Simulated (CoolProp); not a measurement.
Vapour-liquid equilibrium of 1-butene (1) + n-butane (2) at 67.75 °C; x and y are mole fractions of (1).

Values from CoolProp's multi-fluid Helmholtz-energy mixture model, Lemmon 2005 and Bücker 2006; pair parameters Bell 2016.

Question: Give the bubble pressure and the first vapour's composition at x = 0.25, 0.75, 0.85. Is there an azeotrope?

Answer: x = 0.25: 0.8071 MPa, y = 0.279; x = 0.75: 0.8824 MPa, y = 0.773; x = 0.85: 0.8954 MPa, y = 0.864. No azeotrope shows between x = 0.05 and 0.95.

The pair parameters rest on a limited set of measurements; away from them the model extrapolates.
